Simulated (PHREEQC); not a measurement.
Consider water at 20 °C and 100 atm with 99 mmol/kgw CdSO4 and 37 mmol/kgw H2SO4. Closed to the air; pH follows from the charge balance.

Computed with PHREEQC (ion-association model, phreeqc.dat).

No solid was allowed to form.

**Question.** Order these Cd species by the share of Cd that they hold, largest first: Cd+2, CdSO4, Cd(SO4)2-2.

**Answer.** Cd+2 (51 %), CdSO4 (27 %), Cd(SO4)2-2 (22 %)

The pH is 1.48 and the ionic strength 0.249 mol/kgw. Under pressure, the constants of complexes without a molar volume in the database are unreliable.
